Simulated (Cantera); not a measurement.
# Ignition delay

Mixture: CO : H2 : CH4 : O2 : N2 = 1 : 1.2 : 0.54 : 1.36 : 8.18 (molar parts), at 0.365 atm, adiabatic and at constant pressure. Ignition delay is the time to a rise of 400 K.

Detailed kinetics in Cantera: GRI-Mech 3.0 (53 species, 325 reactions).

```
T0 (K)  delay (ms)
------  ----------
1050          5.22
1150          1.94
1250         0.860
1350         0.447
1450         0.265
1550         0.172
1650         0.119
1750        0.0850
```

```yaml
apparent activation energy between 1550 and 1750 K: 79 kJ/mol
```
